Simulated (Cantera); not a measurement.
Mixture: 8.28 % CH4, 1.91 % C2H6, 0.605 % C3H8, 18.7 % O2, 70.5 % N2, equivalence ratio 1.4, at 1800000 Pa, adiabatic and at constant pressure. Ignition delay is the time to a rise of 400 K.

Computed with Cantera and GRI-Mech 3.0 (53 species, 325 reactions). The pressure lies above the range GRI-Mech 3.0 was tuned for (to about 10 atm).

Task: Predict: delay at 1323 K; delay at 1373 K; delay at 1423 K; delay at 1473 K; delay at 1523 K; delay at 1573 K; apparent activation energy between 1473 and 1573 K.

Result: 
```
Item                                                    Result
--------------------------------------------------  ----------
delay at 1323 K                                        94.4 µs
delay at 1373 K                                        57.2 µs
delay at 1423 K                                        36.0 µs
delay at 1473 K                                        23.4 µs
delay at 1523 K                                        15.7 µs
delay at 1573 K                                        10.8 µs
apparent activation energy between 1473 and 1573 K  150 kJ/mol
```
